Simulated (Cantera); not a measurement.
A freely propagating, adiabatic, planar premixed flame of H2 : O2 : N2 = 1 : 0.893 : 3.36 (molar parts), unburnt at 625 K and 0.260 bar; mixture-averaged transport, grid criteria slope 0.08 and curve 0.16, no radiation.

Cantera simulation using the H2/O2 subset of GRI-Mech 3.0, which has no nitrogen chemistry; the numbers are that mechanism's predictions, not measurements. Burning velocities carry a grid error of a few per cent, more on coarse grids. Lean hydrogen flames are cellular in practice and burn faster than this planar one.

Question: Predict: laminar burning velocity; thermal thickness; peak x(O); peak x(OH); peak x(H2O2).

Answer: 
```json
{
 "laminar_burning_velocity": "468 cm/s",
 "thermal_thickness": "2.59 mm",
 "peak x(O)": "0.0154",
 "peak x(OH)": "0.0116",
 "peak x(H2O2)": "2.86e-6"
}
```
